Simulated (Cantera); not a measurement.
## NO annealing gas

An isothermal, constant-pressure homogeneous reactor starts with NO : N2 = 1 : 7.6 (molar parts), at 1475 K and 0.987 atm.

Model: GRI-Mech 3.0 (53 species, 325 reactions), integrated in Cantera.

```tsv
t (s)	x NO	x O2	x NO2	x N2	x O	x N2O
1.00e-5	0.116	<1e-12	1.14e-10	0.884	7.81e-10	8.95e-10
8.60e-5	0.116	<1e-12	4.78e-9	0.884	2.93e-9	7.69e-9
0.000740	0.116	1.58e-11	6.34e-8	0.884	3.37e-9	6.58e-8
0.00637	0.116	4.19e-10	5.99e-7	0.884	4.76e-9	5.35e-7
0.0548	0.116	8.12e-8	6.65e-6	0.884	1.83e-8	2.98e-6
0.471	0.116	2.26e-5	3.49e-5	0.884	7.23e-8	4.47e-6
4.05	0.116	0.000338	4.38e-5	0.884	9.02e-8	4.42e-6
34.9	0.110	0.00294	8.16e-5	0.887	1.73e-7	4.02e-6
300	0.0789	0.0185	0.000136	0.902	3.99e-7	2.07e-6
```
x: mole fraction; the columns are a selection and need not sum to one.

Equilibrium at this temperature and pressure: NO 0.000623, O2 0.0578, NO2 1.89e-6, N2 0.942, O 6.95e-7, N2O 4.21e-8 (gas phase only).
